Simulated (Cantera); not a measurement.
A closed system holds: 1 mol Si3N4, 4 mol H2O, 3.5 mol N2, equilibrated at 0.133 bar.

Cantera equilibrium calculation (NASA polynomials, part measured and part estimated; ideal gas, pure solids and liquids). Candidate condensed phases: H2O, Si, SiO2, Si2N2O, Si3N4; 35 gas species. Mutual solubility and eutectic melting of coexisting phases are not modelled. The tables hold silica as quartz up to 1696 K and as liquid above; real silica turns to tridymite and cristobalite and melts near 1996 K. Kinetics and transport are ignored.

x: gas mole fraction; n: condensed amount in mol.

| T (°C) | x N2 | x H2 | x SiO | x H | x H2O | n SiO2(β-quartz) | n Si2N2O(s) | n SiO2(condensed) | n SiO2(l) |
|---|---|---|---|---|---|---|---|---|---|
| 627 | 0.547 | 0.453 | <1e-12 | 2.15e-10 | 1.61e-5 | 1.67 | 0.667 | 0 | 0 |
| 727 | 0.547 | 0.453 | <1e-12 | 4.18e-9 | 2.83e-5 | 1.67 | 0.667 | 0 | 0 |
| 827 | 0.547 | 0.453 | 1.59e-11 | 4.76e-8 | 4.47e-5 | 1.67 | 0.667 | 0 | 0 |
| 927 | 0.547 | 0.453 | (withheld) | (withheld) | (withheld) | 1.67 | 0.667 | 0 | 0 |
| 1027 | 0.547 | 0.453 | 8.04e-8 | 2.04e-6 | 8.89e-5 | 1.67 | 0.667 | 0 | 0 |
| 1127 | 0.547 | 0.453 | 2.25e-6 | 8.96e-6 | 0.000116 | 1.67 | 0.667 | 0 | 0 |
| 1227 | 0.547 | 0.453 | 3.99e-5 | 3.24e-5 | 0.000146 | 1.67 | 0.667 | 0 | 0 |
| 1327 | 0.547 | 0.452 | 0.000491 | 0.000100 | 0.000177 | 1.66 | 0.666 | 0 | 0 |
| 1427 | 0.545 | 0.450 | 0.00445 | 0.000271 | 0.000209 | 0 | 0.654 | 1.65 | 0 |
| 1527 | 0.535 | 0.433 | 0.0312 | 0.000646 | 0.000229 | 0 | 0.572 | 1.57 | 0 |
| 1627 | 0.478 | 0.347 | 0.174 | 0.00128 | 0.000207 | 0 | 0 | 0.998 | 0 |
| 1727 | 0.477 | 0.345 | 0.175 | (withheld) | (withheld) | 0 | 0 | 0 | 0.988 |
| 1827 | 0.475 | 0.338 | 0.177 | 0.00496 | 0.00454 | 0 | 0 | 0 | 0.947 |

Task: Fill in the missing entries.

Result: 
- 1727, x H: 0.00261
- 1727, x H2O: 0.00107
- 927, x SiO: 1.63e-9
- 927, x H: 3.64e-7
- 927, x H2O: 6.50e-5
